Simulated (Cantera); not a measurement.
Charge: 1 mol SiH2Cl2, 0.42 mol Cl2, 66 mol N2, held at 1298 K and 2700 Pa.

Equilibrium computed with Cantera from the NASA thermochemical tables; the gas is ideal and each condensed phase is pure. Candidate condensed phases: NH4Cl, Si, Si3N4; 28 gas species. N2 is the only nitrogen source here; it is nearly inert below about 1500 K, so the nitride shown seldom forms there in practice. The tables' values for SiCl3 are old estimates; treat these amounts as uncertain. The numbers say what is thermodynamically allowed, not how fast it happens.

Base state: N2 0.968, HCl 0.0253, SiCl4 0.00345, H2 0.00211, SiCl3 0.000566, SiCl2 0.000554, SiHCl3 1.30e-5 (mole fractions); condensed: Si3N4(s).

**Question.** What changes in the equilibrium state with this change: temperature from 1298 K to 898 K?

**Answer.** 
```csv
species,before,after
N2,0.968,0.969
HCl,0.0253,0.0234
SiCl4,0.00345,0.00464
H2,0.00211,0.00308
SiCl2,0.000554,5.87e-9
SiCl3,0.000566,7.50e-7
SiHCl3,1.30e-5,1.70e-6
"Si3N4(s), mol",0.230,0.229
```

**Question.** What changes in the equilibrium state with this change: temperature from 1298 K to 1025 K?

**Answer.** 
| species | before | after |
|---|---|---|
| N2 | 0.968 | 0.969 |
| HCl | 0.0253 | 0.0244 |
| SiCl4 | 0.00345 | 0.00439 |
| SiCl2 | 0.000554 | 6.20e-7 |
| SiCl3 | 0.000566 | 1.14e-5 |
| Si3N4(s), mol | 0.230 | 0.234 |

**Question.** What changes in the equilibrium state with this change: temperature from 1298 K to 1475 K?

**Answer.** 
```
species          before     after
-------------  --------  --------
N2                0.968     0.966
HCl              0.0253    0.0232
SiCl2          0.000554   0.00586
SiCl4           0.00345  0.000808
Cl              3.03e-6   2.67e-5
SiCl3          0.000566   0.00118
H2              0.00211   0.00309
Si3N4(s), mol     0.230     0.155
```
